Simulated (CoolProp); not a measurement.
Vapour-liquid equilibrium of o-xylene (1) + n-undecane (2) at 491.4 K; x and y are mole fractions of (1).

Computed with CoolProp (multi-fluid Helmholtz-energy mixture model, Zhou 2012 and Aleksandrov 2011; pair parameters Bell 2016).

| x | bubble pressure, mixture model (bar) | bubble pressure, Raoult's law (bar) | y, mixture model | y, Raoult's law |
|---|---|---|---|---|
| 0.05 | 1.850 | 1.877 | [?] | 0.137 |
| 0.15 | 2.153 | 2.219 | 0.310 | 0.347 |
| 0.25 | 2.471 | 2.562 | 0.462 | 0.501 |
| 0.35 | 2.801 | 2.904 | [?] | 0.618 |
| 0.45 | [?] | 3.247 | 0.681 | 0.711 |
| 0.55 | [?] | 3.589 | 0.762 | 0.786 |
| 0.65 | [?] | 3.932 | 0.830 | 0.848 |
| 0.75 | [?] | 4.274 | 0.887 | 0.900 |
| 0.85 | 4.569 | 4.617 | 0.937 | 0.945 |
| 0.95 | 4.942 | 4.960 | 0.980 | 0.983 |

Some entries are withheld; supply them.


- 0.05, y, mixture model: 0.117
- 0.35, y, mixture model: 0.583
- 0.45, bubble pressure, mixture model (bar): 3.140
- 0.55, bubble pressure, mixture model (bar): 3.487
- 0.65, bubble pressure, mixture model (bar): 3.842
- 0.75, bubble pressure, mixture model (bar): 4.202

The largest gap from Raoult's law is -3.5 % in bubble pressure, at x = 0.35. No azeotrope shows between x = 0.05 and 0.95.

The pair parameters rest on a limited set of measurements; away from them the model extrapolates.
